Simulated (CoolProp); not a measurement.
Vapour-liquid equilibrium of R125 (1) + R236FA (2) at 27.55 °C; x and y are mole fractions of (1).

Model: multi-fluid Helmholtz-energy mixture model, Lemmon 2005 and Pan 2012; pair parameters Bell 2016, in CoolProp.

Q: Give the bubble pressure and the first vapour's composition at x = 0.575, 0.875, 0.95. Is there an azeotrope?

A: x = 0.575: 9.213 bar, y = 0.827; x = 0.875: 12.97 bar, y = 0.957; x = 0.95: 14.00 bar, y = 0.983. No azeotrope shows between x = 0.05 and 0.95.

Pair parameters are fitted to limited data, so mixtures are less certain than the pure fluids.
